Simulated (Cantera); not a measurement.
A freely propagating, adiabatic, planar premixed flame of 6.61 % CO, 5.82 % H2, 3.90 % CH4, 15.2 % O2, 57.2 % N2, 11.2 % CO2, unburnt at 323 K and 2.90 bar; unity-Lewis-number transport, grid criteria slope 0.08 and curve 0.16, no radiation.

Computed with Cantera and GRI-Mech 3.0 (53 species, 325 reactions). Unity Lewis numbers drop preferential diffusion, which matters most where H2 and H carry the flame. Burning velocities carry a grid error of a few per cent, more on coarse grids.

x: mole fraction of selected species; z is measured from the peak of heat release.

| z (mm) | T (K) | u (m/s) | x CO | x H2 | x CH4 | x CH2CO | x CH2O | x HCN |
|---|---|---|---|---|---|---|---|---|
| -0.684 | 324 | 0.233 | 0.0661 | 0.0581 | 0.0390 | <1e-8 | 3.55e-7 | <1e-8 |
| -0.456 | 327 | 0.235 | 0.0661 | 0.0580 | 0.0389 | 3.19e-8 | 2.22e-6 | <1e-8 |
| -0.342 | 339 | 0.244 | 0.0660 | 0.0577 | 0.0386 | 1.36e-7 | 9.46e-6 | <1e-8 |
| -0.228 | 414 | 0.298 | 0.0654 | 0.0553 | 0.0366 | 7.94e-7 | 5.51e-5 | ? |
| -0.114 | 775 | 0.553 | 0.0624 | 0.0431 | 0.0266 | 4.18e-6 | 0.000283 | ? |
| -0.0570 | 1136 | 0.804 | 0.0590 | 0.0296 | 0.0154 | 8.32e-6 | 0.000418 | ? |
| 0 | 1530 | 1.07 | 0.0524 | 0.0128 | 0.00287 | 8.30e-6 | 0.000198 | ? |
| 0.0570 | 1711 | 1.19 | 0.0394 | 0.00514 | 8.06e-5 | 6.62e-7 | 1.17e-5 | ? |
| 0.114 | 1790 | 1.24 | 0.0302 | 0.00390 | 1.85e-6 | 2.60e-8 | 3.42e-7 | ? |
| 0.228 | 1870 | 1.28 | 0.0210 | 0.00283 | <1e-8 | <1e-8 | <1e-8 | <1e-8 |
| 0.456 | 1936 | 1.32 | 0.0135 | 0.00180 | <1e-8 | <1e-8 | <1e-8 | <1e-8 |
| 0.911 | 1981 | 1.35 | 0.00814 | 0.00107 | <1e-8 | <1e-8 | <1e-8 | <1e-8 |
| 1.82 | 2010 | 1.36 | 0.00458 | 0.000596 | <1e-8 | <1e-8 | <1e-8 | <1e-8 |

Question: Some entries are withheld; supply them.

Answer: 
- -0.228, x HCN: 1.41e-8
- -0.114, x HCN: 7.38e-8
- -0.0570, x HCN: 1.41e-7
- 0, x HCN: 2.30e-7
- 0.0570, x HCN: 1.35e-7
- 0.114, x HCN: 4.38e-8
